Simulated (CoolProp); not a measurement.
Vapour-liquid equilibrium of R114 (1) + n-heptane (2) at 390.1 K; x and y are mole fractions of (1).

Model: multi-fluid Helmholtz-energy mixture model, Platzer 1990 and Span 2003; pair parameters Bell 2016, in CoolProp. This equation is an older, rougher fit; its heat capacities, sound speeds and derivatives of the liquid may be far off and weren't checked against measurements.

```
x     bubble pressure, mixture model (bar)  bubble pressure, Raoult's law (bar)  y, mixture model  y, Raoult's law
----  ------------------------------------  -----------------------------------  ----------------  ---------------
0.05                                 2.725                                2.595             0.383            0.379
0.15                                 4.738                                4.392             0.657            0.672
0.25                                 6.642                                6.189             0.765            0.794
0.35                                 8.414                                7.986             0.824            0.862
0.45                                 10.06                                9.783             0.862            0.905
0.55                                 11.63                                11.58             0.890            0.934
0.65                                 13.17                                13.38             0.913            0.956
0.75                                 14.76                                15.17             0.935            0.972
0.85                                 16.50                                16.97             0.958            0.985
0.95                                 18.51                                18.77             0.984            0.995
```

The largest gap from Raoult's law is +7.9 % in bubble pressure, at x = 0.15. No azeotrope shows between x = 0.05 and 0.95.

Pair parameters are fitted to limited data, so mixtures are less certain than the pure fluids. The gap from Raoult's law changes sign with composition, which may be real or a fault of the pair parameters; it wasn't checked against measurements.
